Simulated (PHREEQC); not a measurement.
1 kg of water holding 0.047 mol NaHCO3 and 0.0066 mol CaCl2 is evaporated at 25 °C; the solids stay in contact with the brine. CO2 is held at log p = -3.4 (atm). The run lets Aragonite, Gaylussite, Halite, Nahcolite, Natron, Pirssonite, Portlandite, Trona precipitate or redissolve, and no other solid.

All values are PHREEQC results (Pitzer model, pitzer.dat), not measurements.

| water left (kg) | ionic strength | water activity | Gaylussite (mol) |
|---|---|---|---|
| 1 | 0.0536 | 0.999 | 0 |
| 0.6758 | 0.0813 | 0.998 | 0 |
| 0.4566 | 0.123 | [?] | 0 |
| 0.3753 | 0.151 | 0.996 | 0 |
| 0.2536 | 0.228 | 0.995 | 0 |
| 0.1715 | 0.343 | 0.993 | 0 |
| 0.1159 | 0.515 | 0.989 | 0 |
| 0.07843 | 0.770 | 0.985 | 0 |
| 0.06453 | 0.941 | 0.982 | 0 |
| 0.04371 | 1.40 | [?] | 0 |
| 0.02967 | 2.08 | 0.963 | 0 |
| 0.02016 | 3.08 | [?] | 0 |
| 0.01349 | 3.97 | 0.928 | 0.00300 |
| 0.01079 | [?] | 0.922 | 0.00657 |
| 0.007228 | [?] | 0.877 | 0.00660 |
| 0.005111 | 7.28 | 0.834 | 0 |

### Question
Complete the blanks.

### Answer

- 0.4566, water activity: 0.997
- 0.04371, water activity: 0.974
- 0.02016, water activity: 0.946
- 0.01079, ionic strength: 4.00
- 0.007228, ionic strength: 5.98
